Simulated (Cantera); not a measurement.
## Adiabatic ignition

An adiabatic, constant-pressure homogeneous reactor starts with H2 : O2 : N2 = 1 : 0.455 : 1.71 (molar parts), equivalence ratio 1.1, at 1698 K and 0.930 bar.

Detailed kinetics in Cantera: the H2/O2 subset of GRI-Mech 3.0, which has no nitrogen chemistry.

```tsv
t (s)	T (K)	x H2	x O2	x O	x H	x OH
1.00e-6	1698	0.316	0.144	5.16e-7	4.10e-6	5.57e-7
3.74e-6	1698	0.315	0.144	4.77e-5	0.000355	5.13e-5
1.40e-5	2012	0.0751	0.0296	0.0289	0.111	0.0268
5.23e-5	2524	0.0780	0.0212	0.0193	0.0637	0.0360
0.000196	2896	0.0720	0.0147	0.0112	0.0358	0.0362
0.000731	2920	0.0713	0.0143	0.0107	0.0342	0.0359
0.00273	2920	0.0713	0.0143	0.0107	0.0342	0.0359
0.0102	2920	0.0713	0.0143	0.0107	0.0342	0.0359
0.0382	2920	0.0713	0.0143	0.0107	0.0342	0.0359
0.143	2920	0.0713	0.0143	0.0107	0.0342	0.0359
0.535	2920	0.0713	0.0143	0.0107	0.0342	0.0359
2.00	2920	0.0713	0.0143	0.0107	0.0342	0.0359
```
x: mole fraction; the columns are a selection and need not sum to one.

The time of steepest temperature rise is 7.92 µs and the temperature at 2.00 s is 2920 K. The equilibrium temperature comes out as 2920 K. The x(H2) at 2.00 s is 0.0713 (gas-phase equilibrium 0.0713). The x(O2) at 2.00 s is 0.0143 (gas-phase equilibrium 0.0143) and the x(O) at 2.00 s is 0.0107 (gas-phase equilibrium 0.0107).
